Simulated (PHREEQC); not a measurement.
Dissolve 0.0023 mol/kgw Cu(NO3)2, 0.004 mol/kgw HCl and 0.031 mol/kgw NaCl at 25 °C. It is in equilibrium with CO2 at log p = -1 (atm). Otherwise closed; pH follows from the charge balance.

The numbers come from PHREEQC with the ion-association model, phreeqc.dat.

No solid was allowed to form.

**Question.** Estimate the pH.

**Answer.** pH 2.46.

**Question.** In which forms is Cu present?

**Answer.** Cu+2 95 %, CuCl+ 4.5 % of the Cu.

Complexes and solids missing from the database can't appear.
